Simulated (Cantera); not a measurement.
Feed: 1 mol NiS, 740 mol H₂, at 675 K and 2.10 bar.

Cantera equilibrium calculation (NASA polynomials, part measured and part estimated; ideal gas, pure solids and liquids). Candidate condensed phases: Ni, NiS, NiS₂, Ni₃S₂, Ni₃S₄, S; 9 gas species. Kinetics and transport are ignored.

Base state: H₂ 1.000, H₂S 0.000450 (mole fractions); condensed: Ni₃S₂(s).

Q: What changes in the equilibrium state with this change: temperature from 675 K to 1398.15 K?

A: 
| species | before | after |
|---|---|---|
| H₂ | 1.000 | 0.999 |
| H₂S | 0.000450 | 0.00135 |
| Ni₃S₂(s), mol | 0.333 | 0 |
| Ni(s), mol | 0 | 1.000 |
